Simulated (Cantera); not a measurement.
An isothermal, constant-pressure homogeneous reactor starts with 53.5 % CH4, 46.5 % CO2, at 1500 K and 16000 Pa.

Detailed kinetics in Cantera: GRI-Mech 3.0 (53 species, 325 reactions).

Predict: x(CH4) at 100 s; x(CO2) at 100 s.


- x(CH4) at 100 s: 0.0148 (gas-phase equilibrium 0.00590)
- x(CO2) at 100 s: 0.0186 (gas-phase equilibrium 4.14e-7)
